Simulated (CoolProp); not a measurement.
Acetone along the isotherm 538.4 K: density (kg/m³) from the reference equation and from simpler models built on Tc = 508.1 K, pc = 4.692 MPa, ω = 0.307; each cubic takes its own stable root.

The numbers come from the reference Helmholtz-energy equation of state, Lemmon 2006 in CoolProp. It is a short technical equation, of lower accuracy than the large ones.

```json
[
 {"p (MPa)": "0.0742", "phase": "gas", "reference": "0.9676", "ideal gas": "0.9627", "Soave-Redlich-Kwong": "0.9669"},
 {"p (MPa)": "0.152", "phase": "gas", "reference": "1.993", "ideal gas": "1.972", "Soave-Redlich-Kwong": "1.990"},
 {"p (MPa)": "0.313", "phase": "gas", "reference": "4.151", "ideal gas": "4.061", "Soave-Redlich-Kwong": "4.138"},
 {"p (MPa)": "0.642", "phase": "gas", "reference": "8.720", "ideal gas": "8.329", "Soave-Redlich-Kwong": "8.666"},
 {"p (MPa)": "1.32", "phase": "gas", "reference": "18.90", "ideal gas": "17.13", "Soave-Redlich-Kwong": "18.65"},
 {"p (MPa)": "2.71", "phase": "gas", "reference": "44.08", "ideal gas": "35.16", "Soave-Redlich-Kwong": "42.78"},
 {"p (MPa)": "5.56", "phase": "supercritical", "reference": "140.7", "ideal gas": "72.14", "Soave-Redlich-Kwong": "128.8"},
 {"p (MPa)": "11.4", "phase": "supercritical", "reference": "448.2", "ideal gas": "147.9", "Soave-Redlich-Kwong": "331.3"},
 {"p (MPa)": "23.5", "phase": "supercritical", "reference": "537.4", "ideal gas": "304.9", "Soave-Redlich-Kwong": "423.0"}
]
```
